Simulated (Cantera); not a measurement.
An isothermal plug-flow reactor at 748 K and 0.770 bar (inlet), inlet velocity 2.8 m/s, active area per volume 4400 1/m; feed 0.268 % CO, 15.9 % O₂, 78.5 % N₂, 5.36 % H₂O, equivalence ratio 0.0084.

Model: Deutschmann's 1995 Pt surface mechanism with GRI-Mech 3.0 gas chemistry, integrated in Cantera. Catalytic surfaces can have several steady states; this one follows from the mechanism file's or the stated starting coverage. Mass transfer to the wall is taken as infinitely fast.

Q: Predict: x(CO) at z = 0.017 m; x(O₂) at z = 0.017 m; x(H₂O) at z = 0.017 m; x(CO₂) at z = 0.017 m; θ(free Pt) at the exit; θ(O*) at the exit; θ(OH*) at the exit.

A: 
| Item | Result |
|---|---|
| x(CO) at z = 0.017 m | 0.000263 |
| x(O₂) at z = 0.017 m | 0.158 |
| x(H₂O) at z = 0.017 m | 0.0537 |
| x(CO₂) at z = 0.017 m | 0.00242 |
| θ(free Pt) at the exit | 0.0160 |
| θ(O*) at the exit | 0.980 |
| θ(OH*) at the exit | 0.00365 |
